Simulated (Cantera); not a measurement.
Charge: 1 mol SiHCl3, 8.1 mol N2, equilibrated at 1330 Pa.

Method: chemical equilibrium by Gibbs-energy minimisation in Cantera with the NASA 1993 tables (ideal gas, pure condensed phases). Candidate condensed phases: NH4Cl, Si, Si3N4; 28 gas species. N2 is the only nitrogen source here; it is nearly inert below about 1500 K, so the nitride shown seldom forms there in practice. Equilibrium is a limit: real reactors are often held back by kinetics, nucleation or transport.

### Question
What share of the Si ends up in condensed phases as a function of T (°C), at 1127, 1152, 1177, 1202, 1227, 1252, 1277, 1302, 1327, 1352?

### Answer
```tsv
T (°C)	Si condensed (%)	as
1127	32.9	Si3N4(s)
1152	28.2	Si3N4(s)
1177	22.7	Si3N4(s)
1202	16.7	Si3N4(s)
1227	10.5	Si3N4(s)
1252	4.7	Si3N4(s)
1277	0.0	-
1302	0.0	-
1327	0.0	-
1352	0.0	-
```
